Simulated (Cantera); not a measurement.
Cantera run:

```python
import numpy as np
import cantera as ct

gas_names = """
    Br Br2 H HBr H2 Si SiBr SiBr2 SiBr3 SiBr4 SiH SiHBr3 SiH2 SiH2Br2 SiH3 SiH3Br SiH4 Si2 Si3
""".split()
cond_names = """
    Br2(cr) Br2(L) Si(cr) Si(L)
""".split()


# ... load() reads the species with a 1 bar reference pressure and builds the phases ...
atoms = {
    'Si': {'Si': 1},
    'HBr': {'H': 1, 'Br': 1},
    'H2': {'H': 2},
}
top_T = {}  # K; cautious upper limits of use, not melting points


# ... equilibrate(T, P, feed) seeds the gas with the atoms and calls Mixture.equilibrate('TP', solver="vcs", rtol=1e-11, max_steps=5000) ...
results = []
feed = {'Si': 1, 'HBr': 2, 'H2': 4.6}  # mol
P = 1333.22  # Pa
for T in [573, 623, 673, 723, 773, 823, 873, 923, 973, 1023, 1073, 1123]:
    mix = equilibrate(T, P, feed)
    results.append((T, P, feed, dict(zip(mix.species_names, mix.species_moles))))

top = {s: max(r[3][s] / sum(r[3][g] for g in gas_names) for r in results) for s in gas_names}
cols = sorted((s for s in top if top[s] > 1e-06), key=lambda s: -top[s])[:6]
seen = [c for c in cond_names if any(r[3].get(c, 0) > 1e-12 for r in results)]
print("log10 of partial pressures in bar; condensed amounts in mol")
print(f"{'T/K':>10s}" + "".join(f"{s[:9]:>10s}" for s in cols + seen))
for T, P, feed, n in results:
    ng = sum(n[g] for g in gas_names)
    print(f"{T:10.4g}" + "".join(f"{np.log10(max(n[s] / ng * P / 1e5, 1e-99)):10.3f}" for s in cols)
          + "".join(f"{n.get(c, 0):10.4g}" for c in seen))
```

It prints:

```
log10 of partial pressures in bar; condensed amounts in mol
       T/K        H2       HBr     SiBr4     SiBr2    SiHBr3     SiBr3    Si(cr)
       573    -1.913    -5.634    -2.973   -10.166    -4.405    -9.013    0.4956
       623    -1.913    -5.152    -2.975    -9.044    -4.361    -8.218    0.4956
       673    -1.913    -4.744    -2.978    -8.092    -4.325    -7.543    0.4964
       723    -1.914    -4.394    -2.981    -7.274    -4.297    -6.964    0.4986
       773    -1.915    -4.091    -2.987    -6.566    -4.275    -6.463    0.5028
       823    -1.917    -3.827    -2.995    -5.947    -4.260    -6.026    0.5101
       873    -1.920    -3.596    -3.009    -5.403    -4.252    -5.645    0.5211
       923    -1.924    -3.394    -3.031    -4.925    -4.253    -5.313    0.5364
       973    -1.929    -3.218    -3.063    -4.503    -4.265    -5.025    0.5551
      1023    -1.937    -3.065    -3.114    -4.135    -4.293    -4.782     0.575
      1073    -1.947    -2.937    -3.191    -3.818    -4.344    -4.586    0.5915
      1123    -1.958    -2.833    -3.311    -3.554    -4.428    -4.445    0.5992
```

Method: chemical equilibrium by Gibbs-energy minimisation in Cantera with the NASA 1993 tables (ideal gas, pure condensed phases). The tables' values for SiBr3 are old estimates; treat these amounts as uncertain.
